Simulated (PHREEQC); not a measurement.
Dissolve 0.0026 mol/kgw H2SO4 and 0.00046 mol/kgw MnSO4 at 25 °C. Closed to the air; pH follows from the charge balance.

All values are PHREEQC results (ion-association model, wateq4f.dat), not measurements.

This is a speciation only: nothing precipitates in the calculation.

Task: Order these S species by the share of S that they hold, largest first: HSO4-, MnSO4, SO4-2.

Result: SO4-2 (75 %), HSO4- (23 %), MnSO4 (2.5 %)

The pH is 2.38 and the ionic strength 0.00794 mol/kgw.
